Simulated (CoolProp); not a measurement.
Properties of tetradecamethylhexasiloxane (MD4M) at several states (Tc = 653.2 K, pc = 828.6 kPa, ω = 0.800).

Values from CoolProp's reference Helmholtz-energy equation of state, Thol 2019.

```tsv
T (K)	p (kPa)	phase	Z	cv (kJ/(kg K))	speed of sound (m/s)	fugacity coefficient
540.7	21.6	gas	0.9775	…	97.24	0.9780
486.7	187	liquid	0.03051	1.867	…	0.1684
496	209	liquid	0.03398	…	431.6	0.1925
223	224	liquid	…	1.187	…	…
```

**Question.** Some entries are withheld; supply them.

**Answer.** 
- 540.7, cv (kJ/(kg K)): 1.918
- 486.7, speed of sound (m/s): 453.1
- 496, cv (kJ/(kg K)): 1.885
- 223, Z: 0.05775
- 223, speed of sound (m/s): 1227
- 223, fugacity coefficient: 2.353e-11
